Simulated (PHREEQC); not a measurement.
**Ultrapure water in contact with air or piping (model solution)**

Model water analysis in mmol/kgw, 25 °C, pH 6.45, pe 8.2: Na 0.00038; K 5.77e-06; Ca 0.000263; Mg 4.81e-05; Cl 0.000149; S(6) 2.07e-05; Alkalinity (meq/kgw) 0.000807; Si 7.86e-07; B 2.02e-05.

Valence states are taken as typed.

Equilibrium calculation in PHREEQC: ion-association model, wateq4f.dat.

| Quantity | Value |
|---|---|
| ionic strength | 1.69e-6 mol/kgw |
| charge-balance error | 0.4 % |

```csv
species,molality,activity,log γ
HCO3-,1.13e-6,1.13e-6,-0.001
CO2,9.03e-7,9.03e-7,0.000
Na+,3.80e-7,3.79e-7,-0.001
H+,3.55e-7,3.55e-7,-0.001
Ca+2,2.63e-7,2.61e-7,-0.003
Cl-,1.49e-7,1.49e-7,-0.001
Mg+2,4.81e-8,4.78e-8,-0.003
OH-,2.83e-8,2.82e-8,-0.001
SO4-2,2.07e-8,2.06e-8,-0.003
H3BO3,2.02e-8,2.02e-8,0.000
K+,5.77e-9,5.76e-9,-0.001
```

This is a speciation only: nothing precipitates in the calculation.
